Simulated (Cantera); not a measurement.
Input (Python, Cantera) and output of one run.

```python
import numpy as np
import cantera as ct

gas_names = """
    H H2 Ti
""".split()
cond_names = """
    Ti(a) Ti(b) Ti(L)
""".split()


# ... load() reads the species with a 1 bar reference pressure and builds the phases ...
atoms = {
    'Ti': {'Ti': 1},
    'H2': {'H': 2},
}
top_T = {}  # K; cautious upper limits of use, not melting points


# ... equilibrate(T, P, feed) seeds the gas with the atoms and calls Mixture.equilibrate('TP', solver="vcs", rtol=1e-11, max_steps=5000) ...
results = []
feed = {'Ti': 1, 'H2': 22}  # mol
P = 1300  # Pa
for T in [1473, 1523, 1573, 1623, 1673, 1723, 1773, 1823, 1873, 1923, 1973, 2023, 2073]:
    mix = equilibrate(T, P, feed)
    results.append((T, P, feed, dict(zip(mix.species_names, mix.species_moles))))

top = {s: max(r[3][s] / sum(r[3][g] for g in gas_names) for r in results) for s in gas_names}
cols = sorted((s for s in top if top[s] > 0.0001), key=lambda s: -top[s])[:9]
seen = [c for c in cond_names if any(r[3].get(c, 0) > 1e-12 for r in results)]
print("log10 of partial pressures in bar; condensed amounts in mol")
print(f"{'T/K':>10s}" + "".join(f"{s[:9]:>10s}" for s in cols + seen))
for T, P, feed, n in results:
    ng = sum(n[g] for g in gas_names)
    print(f"{T:10.4g}" + "".join(f"{np.log10(max(n[s] / ng * P / 1e5, 1e-99)):10.3f}" for s in cols)
          + "".join(f"{n.get(c, 0):10.4g}" for c in seen))
```

It prints:

```
log10 of partial pressures in bar; condensed amounts in mol
       T/K        H2         H        Ti     Ti(b)     Ti(L)
      1473    -1.886    -5.841    -9.261         1         0
      1523    -1.886    -5.579    -8.726         1         0
      1573    -1.886    -5.334    -8.226         1         0
      1623    -1.886    -5.104    -7.757         1         0
      1673    -1.886    -4.887    -7.316    0.9999         0
      1723    -1.887    -4.682    -6.902    0.9998         0
      1773    -1.887    -4.490    -6.512    0.9995         0
      1823    -1.888    -4.307    -6.143    0.9988         0
      1873    -1.889    -4.134    -5.795    0.9973         0
      1923    -1.890    -3.971    -5.466    0.9942         0
      1973    -1.891    -3.816    -5.159         0    0.9882
      2023    -1.894    -3.668    -4.873         0    0.9771
      2073    -1.897    -3.529    -4.601         0     0.957
```

Cantera equilibrium calculation (NASA polynomials, part measured and part estimated; ideal gas, pure solids and liquids).
